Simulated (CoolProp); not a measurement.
A single-stage vapour-compression cycle with isobutene: evaporating at 291.15 K (dew point), condensing at 335.15 K (bubble point), superheat 0 K, subcooling 5 K, compressor efficiency 0.65, no pressure losses. Each further row changes one setting.

Model: reference Helmholtz-energy equation of state, Lemmon 2005, in CoolProp. It is a short technical equation, of lower accuracy than the large ones.

| case | cooling COP | pressure ratio | discharge temperature (K) | refrigerating effect (kJ/kg) | volumetric capacity (kJ/m³) |
|---|---|---|---|---|---|
| as stated | 3.61 | 3.34 | 345.1 | 271 | 1670 |
| evaporating temperature 296.15 K | 4.23 | 2.85 | 343.5 | 277 | 1980 |
| condensing temperature 330.15 K | 4.19 | 2.96 | 339.6 | 283 | 1750 |
| subcooling 10 K | 3.78 | 3.34 | 345.1 | 283 | 1750 |
| superheat 10 K | 3.66 | 3.34 | 355.3 | 288 | 1700 |
| compressor efficiency 0.55 | 3.05 | 3.34 | 351.8 | 271 | 1670 |
